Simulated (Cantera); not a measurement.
Input: 1 mol CsCl, 0.03 mol HCl, 56 mol H₂, at 823.15 K and 1.40 mbar.

These are equilibrium values from Cantera (NASA tables, ideal gas, pure condensed phases), not measurements of a reactor. Candidate condensed phases: Cs, CsCl; 9 gas species. Rates play no part.

Base state: H₂ 0.992, CsCl 0.00498, Cs₂Cl₂ 0.00227, HCl 0.000532 (mole fractions); condensed: CsCl(s).

**Question.** What changes in the equilibrium state with this change: CsCl replaced by FeCl₃?

**Answer.** 
```csv
species,before,after
H₂,0.992,0.948
HCl,0.000532,0.0523
FeCl₂,0,0.000170
CsCl,0.00498,0
Cs₂Cl₂,0.00227,0
"CsCl(s), mol",0.463,0
"Fe(α), mol",0,0.990
```
Further candidate phases: Fe, FeCl₂, FeCl₃.

**Question.** What changes in the equilibrium state with this change: temperature from 823.15 K to 1298 K?

**Answer.** 
| species | before | after |
|---|---|---|
| H₂ | 0.992 | 0.982 |
| CsCl | 0.00498 | 0.0174 |
| HCl | 0.000532 | 0.000611 |
| Cs₂Cl₂ | 0.00227 | 2.52e-6 |
| Cs | <1e-9 | 8.54e-5 |
| H | <1e-9 | 2.84e-5 |
| CsCl(s), mol | 0.463 | 0 |

**Question.** What changes in the equilibrium state with this change: CsCl replaced by KCl?

**Answer.** 
| species | before | after |
|---|---|---|
| H₂ | 0.992 | 0.999 |
| HCl | 0.000532 | 0.000535 |
| KCl | 0 | 0.000410 |
| CsCl | 0.00498 | 0 |
| Cs₂Cl₂ | 0.00227 | 0 |
| K₂Cl₂ | 0 | 8.42e-5 |
| CsCl(s), mol | 0.463 | 0 |
| KCl(s), mol | 0 | 0.968 |
Further candidate phases: K, KCl.
